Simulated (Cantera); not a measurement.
An isothermal, constant-pressure homogeneous reactor starts with NH₃ : H₂ = 1 : 0.037 (molar parts), at 1798 K and 9.75 Torr.

Cantera simulation using the gas-phase N/H chemistry of the illustrative SiF4/NH3 mechanism in the Surface Chemkin manual (1991); the numbers are that mechanism's predictions, not measurements. Walls and surfaces, which speed up NH3 decomposition in real reactors, are not modelled.

**Question.** Predict: x(NH₃) at 30.0 s; x(H₂) at 30.0 s; x(NH₂) at 30.0 s; x(N) at 30.0 s; x(N₂H₂) at 30.0 s.

**Answer.** 
| Item | Value |
|---|---|
| x(NH₃) at 30.0 s | 0.0810 (gas-phase equilibrium 1.22e-7) |
| x(H₂) at 30.0 s | 0.694 (gas-phase equilibrium 0.752) |
| x(NH₂) at 30.0 s | 0.000112 (gas-phase equilibrium 1.17e-9) |
| x(N) at 30.0 s | 2.92e-7 (gas-phase equilibrium 1.53e-10) |
| x(N₂H₂) at 30.0 s | 2.29e-7 (gas-phase equilibrium <1e-12) |
